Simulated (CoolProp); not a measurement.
The numbers come from the reference Helmholtz-energy equation of state, Wu 2011 in CoolProp.

Question: For dimethyl ether, give the phase and the speed of sound (m/s), Joule-Thomson coefficient (K/MPa) at 270.5 K and 0.844 MPa.

Answer: 
- 270.5 K and 0.844 MPa: liquid; speed of sound 1030, Joule-Thomson coefficient -0.270
